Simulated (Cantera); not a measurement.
# Premixed flame

A freely propagating, adiabatic, planar premixed flame of 28.6 % H2, 15.2 % O2, 56.3 % N2, unburnt at 300 K and 0.133 bar; mixture-averaged transport, grid criteria slope 0.08 and curve 0.16, no radiation.

Computed with Cantera and the H2/O2 subset of GRI-Mech 3.0, which has no nitrogen chemistry. Burning velocities carry a grid error of a few per cent, more on coarse grids.

| z (mm) | T (K) | u (m/s) | x H2 | x O2 | x HO2 | x OH | x H | x O |
|---|---|---|---|---|---|---|---|---|
| -15.0 | 300 | 1.92 | 0.286 | 0.152 | <1e-8 | <1e-8 | <1e-8 | <1e-8 |
| -9.98 | 300 | 1.92 | 0.286 | 0.152 | <1e-8 | <1e-8 | <1e-8 | <1e-8 |
| -7.49 | 300 | 1.92 | 0.286 | 0.152 | <1e-8 | <1e-8 | <1e-8 | <1e-8 |
| -4.99 | 300 | 1.92 | 0.286 | 0.152 | <1e-8 | <1e-8 | <1e-8 | <1e-8 |
| -2.50 | 302 | 1.93 | 0.284 | 0.152 | 1.02e-5 | 1.02e-6 | 3.54e-7 | 1.55e-7 |
| -1.25 | 529 | 3.29 | 0.252 | 0.149 | 8.10e-5 | 0.000843 | 0.00388 | 8.48e-5 |
| 0 | 1002 | 6.02 | 0.142 | 0.112 | 2.08e-5 | 0.00181 | 0.0402 | 0.00430 |
| 1.25 | 1301 | 7.74 | 0.0510 | 0.0513 | 8.08e-6 | 0.00620 | 0.0657 | 0.0117 |
| 2.50 | 1433 | 8.47 | 0.0385 | 0.0386 | 5.27e-6 | 0.00867 | 0.0613 | 0.0127 |
| 4.99 | 1571 | 9.21 | 0.0384 | 0.0347 | 3.94e-6 | 0.0111 | 0.0494 | 0.0120 |
| 9.98 | 1723 | 9.99 | 0.0376 | 0.0310 | 2.89e-6 | 0.0134 | 0.0367 | 0.0104 |
| 20.0 | 1872 | 10.7 | 0.0347 | 0.0272 | 2.09e-6 | 0.0148 | 0.0253 | 0.00819 |
| 39.9 | 2012 | 11.4 | 0.0298 | 0.0234 | 1.50e-6 | 0.0150 | 0.0159 | 0.00586 |
x: mole fraction of selected species; z is measured from the peak of heat release.

```
Quantity                     Value
------------------------  --------
laminar burning velocity  192 cm/s
thermal thickness          4.99 mm
peak x(HO2)               0.000144
peak x(OH)                  0.0151
peak x(H)                   0.0660
peak x(O)                   0.0127
```
